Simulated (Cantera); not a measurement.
Input (Python, Cantera) and output of one run.

```python
import numpy as np
import cantera as ct

gas_names = """
    B BH BH2 BH3 BO BO2 B2 B2O B2O2 B2O3 B3O3H3 H HBO HBO2 HO2 H2 H2O H2O2 H3B3O6 O OH O2 O3
""".split()
cond_names = """
    B(b) B(L) B2O3(L) B3O3H3(cr) H2O(s) H2O(L)
""".split()


# ... load() reads the species with a 1 bar reference pressure and builds the phases ...
atoms = {
    'B2O3': {'B': 2, 'O': 3},
    'H2O': {'H': 2, 'O': 1},
    'H2': {'H': 2},
}
top_T = {}  # K; cautious upper limits of use, not melting points


# ... equilibrate(T, P, feed) seeds the gas with the atoms and calls Mixture.equilibrate('TP', solver="vcs", rtol=1e-11, max_steps=5000) ...
results = []
feed = {'B2O3': 1, 'H2O': 0.055, 'H2': 160}  # mol
T = 950  # K
P = 44  # Pa
mix = equilibrate(T, P, feed)
results.append((T, P, feed, dict(zip(mix.species_names, mix.species_moles))))
x = sorted(zip(gas.X, gas.species_names), reverse=True)
print(f"T = {T:g} K  P = {P:g} Pa  gas = {mix.phase_moles(0):.4g} mol")
print("   x: " + "  ".join(f"{s} {v:.3e}" for v, s in x if v > 0.001))
print("   condensed (mol): " + ("  ".join(f"{mix.phase(i).name} {mix.phase_moles(i):.4g}"
      for i in range(1, mix.n_phases) if mix.phase_moles(i) > 1e-12) or "none"))
```

Result:

```
T = 950 K  P = 44 Pa  gas = 160.1 mol
   x: H2 9.997e-01
   condensed (mol): B2O3(L) 0.9994
```

Cantera equilibrium calculation (NASA polynomials, part measured and part estimated; ideal gas, pure solids and liquids).
